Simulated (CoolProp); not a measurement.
Properties of sulfur hexafluoride at several states (Tc = 45.6 °C, pc = 37.55 bar, ω = 0.210).

Model: reference Helmholtz-energy equation of state, Guder 2009, in CoolProp.

| T (°C) | p (bar) | phase | density (kg/m³) | speed of sound (m/s) | Joule-Thomson coefficient (K/MPa) | viscosity (µPa s) | conductivity (mW/(m K)) |
|---|---|---|---|---|---|---|---|
| 243.55 | 47.2 | supercritical | 170.2 | 171.3 | 2.162 | 26.8 | 33.5 |
| 311.25 | 1.31 | gas | 3.941 | 188.2 | 1.657 | 27.0 | 33.2 |
| -43.65 | 3.02 | liquid | 1815 | 523.9 | -0.2271 | 376 | 74.9 |

Viscosity comes from a separate model (Quiñones-Cisneros 2012). Thermal conductivity comes from a separate model (Assael 2012).
